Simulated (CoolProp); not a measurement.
Vapour-liquid equilibrium of R143a (1) + propane (2) at 222.4 K; x and y are mole fractions of (1).

Model: multi-fluid Helmholtz-energy mixture model, Lemmon and Jacobsen 2000 and Lemmon 2009; pair parameters Bell 2016, in CoolProp.

| x | bubble pressure, mixture model (MPa) | bubble pressure, Raoult's law (MPa) | y, mixture model | y, Raoult's law |
|---|---|---|---|---|
| 0.05 | 0.08414 | 0.06895 | 0.222 | 0.062 |
| 0.2 | 0.1065 | 0.07157 | [?] | 0.239 |
| 0.35 | [?] | 0.07419 | [?] | 0.404 |
| 0.5 | 0.1145 | 0.07681 | [?] | 0.557 |
| 0.65 | 0.1142 | 0.07943 | [?] | 0.700 |
| 0.8 | 0.1097 | 0.08205 | [?] | 0.834 |
| 0.95 | [?] | 0.08466 | 0.864 | 0.960 |

Question: What belongs in the gaps?

Answer: 
- 0.2, y, mixture model: 0.441
- 0.35, bubble pressure, mixture model (MPa): 0.1127
- 0.35, y, mixture model: 0.507
- 0.5, y, mixture model: 0.543
- 0.65, y, mixture model: 0.585
- 0.8, y, mixture model: 0.666
- 0.95, bubble pressure, mixture model (MPa): 0.09484

The largest gap from Raoult's law is +51.9 % in bubble pressure, at x = 0.35. y crosses x between x = 0.5 and 0.65: the model has an azeotrope there.

The pair parameters rest on a limited set of measurements; away from them the model extrapolates. With so large a gap from Raoult's law the liquid may split in two, which this calculation doesn't test in full.
